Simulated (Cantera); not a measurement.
A diamond (100) surface in a fixed gas of H2 with x(CH4) = 0.013, x(H) = 0.022, at 1050 K, 0.230 bar; coverages are run to steady state.

Model: the Harris–Goodwin 1993 mechanism for the reconstructed diamond (100) surface, integrated in Cantera.

θ: site fractions in the mechanism's names (c6HH fully hydrogenated, c6H* and c6*H radical sites, c6** diradical, c6HM methylated).

```json
[
 {"x(CH3)": "1e-06", "growth (µm/h)": "0.152", "θ c6HH": "0.552", "θ c6H*": "0.0240", "θ c6*H": "0.410", "θ c6**": "0.0139", "θ c6HM": "2.03e-5"},
 {"x(CH3)": "2.7e-06", "growth (µm/h)": "0.410", "θ c6HH": "0.552", "θ c6H*": "0.0240", "θ c6*H": "0.410", "θ c6**": "0.0139", "θ c6HM": "5.49e-5"},
 {"x(CH3)": "7.2e-06", "growth (µm/h)": "[?]", "θ c6HH": "0.552", "θ c6H*": "0.0240", "θ c6*H": "0.410", "θ c6**": "0.0139", "θ c6HM": "[?]"},
 {"x(CH3)": "1.9e-05", "growth (µm/h)": "2.88", "θ c6HH": "0.552", "θ c6H*": "0.0240", "θ c6*H": "0.410", "θ c6**": "0.0139", "θ c6HM": "0.000386"},
 {"x(CH3)": "5.2e-05", "growth (µm/h)": "7.88", "θ c6HH": "0.552", "θ c6H*": "0.0240", "θ c6*H": "0.409", "θ c6**": "0.0139", "θ c6HM": "0.00106"},
 {"x(CH3)": "0.00014", "growth (µm/h)": "21.1", "θ c6HH": "0.550", "θ c6H*": "0.0239", "θ c6*H": "0.408", "θ c6**": "0.0138", "θ c6HM": "0.00283"},
 {"x(CH3)": "0.00038", "growth (µm/h)": "56.9", "θ c6HH": "0.546", "θ c6H*": "0.0238", "θ c6*H": "0.405", "θ c6**": "0.0137", "θ c6HM": "0.00763"},
 {"x(CH3)": "0.001", "growth (µm/h)": "[?]", "θ c6HH": "0.537", "θ c6H*": "0.0233", "θ c6*H": "0.398", "θ c6**": "0.0134", "θ c6HM": "[?]"},
 {"x(CH3)": "0.0027", "growth (µm/h)": "375", "θ c6HH": "0.513", "θ c6H*": "0.0222", "θ c6*H": "0.379", "θ c6**": "0.0125", "θ c6HM": "0.0503"}
]
```

Problem. Complete the blanks.

Solution. 
- 7.2e-06, growth (µm/h): 1.09
- 7.2e-06, θ c6HM: 0.000146
- 0.001, growth (µm/h): 147
- 0.001, θ c6HM: 0.0197
